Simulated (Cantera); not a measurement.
**Boron, boron nitride and boron oxide: borazine + H2**

A closed system holds: 1 mol borazine, 100 mol H2, at 1525 K and 1.00 Torr.

These are equilibrium values from Cantera (NASA tables, ideal gas, pure condensed phases), not measurements of a reactor. Candidate condensed phases: B, BN; 15 gas species. The feed counts by its element totals alone. The tables' values for BH2 are old estimates; treat these amounts as uncertain. Rates play no part.

| Item | Value |
|---|---|
| x(H2) | 0.999 |
| x(H) | 0.000648 |
| x(BH2) | 1.27e-5 |
| x(N2) | 7.88e-6 |
| n(BN(s)) | 3.00 mol |
| gas amount | 103.0 mol |
